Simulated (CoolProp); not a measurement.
The numbers come from the reference Helmholtz-energy equation of state, Aleksandrov 2011 in CoolProp. It is a short technical equation, of lower accuracy than the large ones.

### Question
For n-undecane, give the phase and the cp (kJ/(kg K)), cv (kJ/(kg K)), speed of sound (m/s), Joule-Thomson coefficient (K/MPa) at 265.5 K and 1.69 MPa.

### Answer
- 265.5 K and 1.69 MPa: liquid; cp 2.12, cv 1.68, speed of sound 1420, Joule-Thomson coefficient -0.453
